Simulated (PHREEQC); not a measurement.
A solution holds 0.0008 mol/kgw Ca(HCO3)2, 0.0017 mol/kgw CO2 and 0.32 mol/kgw NaCl, at 25 °C. Closed to the air; pH follows from the charge balance.

Equilibrium calculation in PHREEQC: ion-association model, phreeqc.dat.

This is a speciation only: nothing precipitates in the calculation.

### Question
Predict the pH, specific conductance.

### Answer
pH 6.12; specific conductance 30400 µS/cm.

### Question
In which forms is C present?

### Answer
CO2 52 %, HCO3- 44 %, NaHCO3 3.9 % of the C.
